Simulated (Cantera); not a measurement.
Ammonia decomposition in nitride growth gas

A perfectly stirred reactor is fed with NH3 : N2 = 1 : 0.78 (molar parts), at 20.0 Torr; it is held at 1950 K, and followed from long to short residence time.

Cantera simulation using the gas-phase N/H chemistry of the illustrative SiF4/NH3 mechanism in the Surface Chemkin manual (1991); the numbers are that mechanism's predictions, not measurements. Walls and surfaces, which speed up NH3 decomposition in real reactors, are not modelled.

```tsv
τ (s)	x NH3	x N2H2	x N2H4	x NH2	x H	x H2	x N2
22	0.0310	1.42e-7	2.54e-10	0.000117	0.000671	0.509	0.459
4.7	0.109	6.57e-7	1.49e-9	0.000282	0.000394	0.434	0.456
1.0	0.282	2.23e-6	5.81e-9	0.000557	0.000186	0.268	0.449
0.22	0.458	4.33e-6	1.26e-8	0.000820	6.30e-5	0.0988	0.442
0.048	0.537	5.04e-6	1.78e-8	0.000976	1.62e-5	0.0236	0.439
0.010	0.557	3.48e-6	1.43e-8	0.000874	2.96e-6	0.00365	0.438
0.0023	0.561	6.15e-7	2.89e-9	0.000393	4.92e-7	0.000326	0.438
0.00049	0.562	2.40e-8	1.45e-10	8.83e-5	2.97e-7	4.52e-5	0.438
0.00011	0.562	8.85e-10	6.97e-12	1.97e-5	2.84e-7	9.71e-6	0.438
```
x: mole fraction; the columns are a selection and need not sum to one.
